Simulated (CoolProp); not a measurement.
Vapour-liquid equilibrium of diethyl ether (1) + acetone (2) at 0.147 MPa; x and y are mole fractions of (1).

The numbers come from the multi-fluid Helmholtz-energy mixture model, Thol 2014 and Lemmon 2006; pair parameters Bell 2016 in CoolProp.

```json
[
 {"x": "0.05", "bubble temperature, mixture model (K)": "337.8", "bubble temperature, Raoult's law (K)": "339.1", "y, mixture model": "0.123", "y, Raoult's law": "0.094"},
 {"x": "0.2", "bubble temperature, mixture model (K)": "331.0", "bubble temperature, Raoult's law (K)": "334.9", "y, mixture model": "0.398", "y, Raoult's law": "0.332"},
 {"x": "0.35", "bubble temperature, mixture model (K)": "326.2", "bubble temperature, Raoult's law (K)": "331.2", "y, mixture model": "0.571", "y, Raoult's law": "0.521"},
 {"x": "0.5", "bubble temperature, mixture model (K)": "322.9", "bubble temperature, Raoult's law (K)": "327.8", "y, mixture model": "0.684", "y, Raoult's law": "0.672"},
 {"x": "0.65", "bubble temperature, mixture model (K)": "320.7", "bubble temperature, Raoult's law (K)": "324.7", "y, mixture model": "0.770", "y, Raoult's law": "0.794"},
 {"x": "0.8", "bubble temperature, mixture model (K)": "319.3", "bubble temperature, Raoult's law (K)": "321.9", "y, mixture model": "0.851", "y, Raoult's law": "0.893"},
 {"x": "0.95", "bubble temperature, mixture model (K)": "318.5", "bubble temperature, Raoult's law (K)": "319.3", "y, mixture model": "0.953", "y, Raoult's law": "0.976"}
]
```

The largest gap from Raoult's law is -5.0 K in bubble temperature, at x = 0.35. No azeotrope shows between x = 0.05 and 0.95.

Pair parameters are fitted to limited data, so mixtures are less certain than the pure fluids.
